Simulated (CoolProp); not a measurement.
A single-stage vapour-compression cycle with cyclopropane: evaporating at 293.15 K (dew point), condensing at 356.15 K (bubble point), superheat 0 K, subcooling 5 K, compressor efficiency 0.75, no pressure losses. Each further row changes one setting.

The numbers come from the reference Helmholtz-energy equation of state, Polt 1992 in CoolProp. This equation is an older, rougher fit; its heat capacities, sound speeds and derivatives of the liquid may be far off and weren't checked against measurements.

| case | cooling COP | pressure ratio | discharge temperature (K) | refrigerating effect (kJ/kg) | volumetric capacity (kJ/m³) |
|---|---|---|---|---|---|
| as stated | 2.57 | 4.24 | 382.2 | 266 | 3290 |
| evaporating temperature 298.15 K | 2.90 | 3.70 | [?] | 270 | 3820 |
| condensing temperature 351.15 K | 2.90 | 3.85 | 376.1 | 280 | 3470 |
| subcooling 10 K | 2.71 | 4.24 | 382.2 | 280 | 3470 |
| superheat 10 K | [?] | 4.24 | 391.5 | 282 | 3320 |
| compressor efficiency 0.65 | [?] | 4.24 | 389.2 | 266 | 3290 |

Task: What belongs in the gaps?

Result: 
- evaporating temperature 298.15 K, discharge temperature (K): 379.4
- superheat 10 K, cooling COP: 2.59
- compressor efficiency 0.65, cooling COP: 2.23
